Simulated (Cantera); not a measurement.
N2O furnace oxynitridation

An isothermal, constant-pressure homogeneous reactor starts with N2O : O2 = 1 : 0.42 (molar parts), at 1100 K and 7700 Pa.

Computed with Cantera and GRI-Mech 3.0 (53 species, 325 reactions). GRI-Mech 3.0 was tuned for natural gas; its chemistry of N2O as a main component is partial and can be far from experiment. The mechanism lacks the step 2 NO + O2 → 2 NO2, which can matter for NO2 below about 1400 K. The temperature is held fixed by assumption; the heat of reaction is taken as removed at once.

```csv
t (s),x N2O,x O2,x NO2,x N2,x NO,x O
9.00e-6,0.704,0.296,<1e-12,1.94e-8,7.22e-11,1.84e-8
5.13e-5,0.704,0.296,<1e-12,1.22e-7,2.15e-9,9.18e-8
0.000292,0.704,0.296,<1e-12,9.24e-7,4.56e-8,2.79e-7
0.00166,0.704,0.296,<1e-12,6.44e-6,4.31e-7,3.31e-7
0.00949,0.704,0.296,1.80e-11,3.81e-5,2.67e-6,3.31e-7
0.0541,0.704,0.296,5.90e-10,0.000219,1.54e-5,3.31e-7
0.308,0.702,0.296,1.74e-8,0.00125,8.80e-5,3.31e-7
1.76,0.694,0.298,3.49e-7,0.00705,0.000497,3.31e-7
10.0,0.650,0.308,2.99e-6,0.0385,0.00272,3.30e-7
```
x: mole fraction; the columns are a selection and need not sum to one.

Equilibrium at this temperature and pressure: N2O 1.78e-9, O2 0.479, NO2 1.25e-6, N2 0.521, NO 0.000105, O 6.27e-9 (gas phase only).
